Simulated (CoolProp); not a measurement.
Computed with CoolProp (reference Helmholtz-energy equation of state, Bücker 2006).

### Question
Give the vapour pressure (MPa), vapour density (kg/m³), enthalpy of vaporisation (kJ/kg), surface tension (mN/m) of saturated n-butane at 410.8 K.

### Answer
| T (K) | p (MPa) | vapour density (kg/m³) | enthalpy of vaporisation (kJ/kg) | surface tension (mN/m) |
|---|---|---|---|---|
| 410.8 | 3.00 | 97.6 | 156 | 0.852 |

Surface tension comes from a separate correlation (Mulero 2012).
